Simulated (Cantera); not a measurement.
**Thermodynamics of boron, boron nitride and boron oxide, feed B2O3 + O2 + H2**

Feed: 1 mol B2O3, 0.35 mol O2, 0.79 mol H2, equilibrated at 1.00 bar.

Equilibrium computed with Cantera from the NASA thermochemical tables; the gas is ideal and each condensed phase is pure. Candidate condensed phases: B, B2O3, B3O3H3, H2O; 23 gas species. Gases not in the tables: H3BO3. Equilibrium is a limit: real reactors are often held back by kinetics, nucleation or transport.

| T (K) | log p H2O | log p H2 | log p HBO2 | log p (HBO2)3 | log p B2O3 | log p H | log p HBO | log p OH | n B2O3(l) |
|---|---|---|---|---|---|---|---|---|---|
| 1075 | -0.06 | -0.94 | -3.98 | -1.80 | -10.03 | -8.30 | -9.73 | -9.85 | 0.981 |
| 1125 | -0.06 | -0.94 | -3.61 | -1.89 | -9.18 | -7.82 | -9.10 | -9.22 | 0.985 |
| 1175 | -0.06 | -0.94 | -3.27 | -1.98 | -8.40 | -7.38 | -8.54 | -8.66 | 0.987 |
| 1225 | -0.06 | -0.94 | -2.96 | -2.06 | -7.69 | -6.98 | -8.01 | -8.13 | 0.989 |
| 1275 | -0.06 | -0.94 | -2.67 | -2.13 | -7.04 | -6.60 | -7.54 | -7.65 | 0.990 |
| 1325 | -0.06 | -0.94 | -2.41 | -2.21 | -6.44 | -6.26 | -7.10 | -7.21 | 0.991 |
| 1375 | -0.06 | -0.94 | -2.17 | -2.27 | -5.88 | -5.94 | -6.69 | -6.80 | 0.991 |
| 1425 | -0.06 | -0.94 | -1.95 | -2.34 | -5.37 | -5.64 | -6.31 | -6.41 | 0.990 |
| 1475 | -0.06 | -0.95 | -1.74 | -2.40 | -4.89 | -5.36 | -5.96 | -6.06 | 0.988 |
| 1525 | -0.07 | -0.95 | -1.55 | -2.46 | -4.45 | -5.10 | -5.63 | -5.73 | 0.985 |
| 1575 | -0.07 | -0.95 | -1.38 | -2.52 | -4.03 | -4.86 | -5.33 | -5.42 | 0.979 |
| 1625 | -0.08 | -0.96 | -1.22 | -2.59 | -3.64 | -4.63 | -5.04 | -5.13 | 0.972 |
| 1675 | -0.10 | -0.96 | -1.07 | -2.65 | -3.28 | -4.42 | -4.77 | -4.87 | 0.961 |
log p: log10 of the partial pressure in bar; n: condensed amount in mol.

From 1075 K to 1675 K the condensed part is B2O3(l).
